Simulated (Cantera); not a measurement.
## Catalytic combustion on Pt

An isothermal plug-flow reactor at 575 K and 263 Torr (inlet), inlet velocity 0.97 m/s, active area per volume 9900 1/m; feed 0.290 % H₂, 5.21 % O₂, 91.5 % N₂, 3.01 % H₂O.

Detailed kinetics in Cantera: Deutschmann's 1995 Pt surface mechanism with GRI-Mech 3.0 gas chemistry. Catalytic surfaces can have several steady states; this one follows from the mechanism file's or the stated starting coverage. Mass transfer to the wall is taken as infinitely fast.

```
z (m)        x H₂    x O₂   x H₂O  θ free Pt   θ O*    θ OH*
-------  --------  ------  ------  ---------  -----  -------
0.00015  0.000579  0.0510  0.0325     0.0182  0.974  0.00778
0.00027  0.000351  0.0509  0.0327     0.0111  0.983  0.00613
0.00049  0.000203  0.0508  0.0328    0.00653  0.989  0.00472
0.00087  0.000116  0.0508  0.0329    0.00389  0.992  0.00365
0.0015    6.61e-5  0.0508  0.0330    0.00245  0.995  0.00290
0.0027    3.31e-5  0.0508  0.0330    0.00162  0.996  0.00236
0.0049    1.37e-5  0.0507  0.0330    0.00120  0.997  0.00204
0.0087    3.98e-6  0.0507  0.0330    0.00103  0.997  0.00189
0.015     6.22e-7  0.0507  0.0331   0.000978  0.997  0.00184
```
x: gas mole fraction; θ: surface coverage.
